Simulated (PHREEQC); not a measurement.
Alkaline etch or developer

Make-up at 19 °C: 0.00012 mol/kgw LiOH, 4.1e-05 mol/kgw Na2SiO3 and 3.2e-06 mol/kgw K2CO3. Closed to the air; pH follows from the charge balance.

Equilibrium calculation in PHREEQC: ion-association model, wateq4f.dat.

Precipitation was switched off in this run.

Q: What pH, ionic strength does the model give?

A: pH 10.43; ionic strength 0.000210 mol/kgw.

Q: In which forms is C present?

A: CO3-2 54 %, HCO3- 46 % of the C.
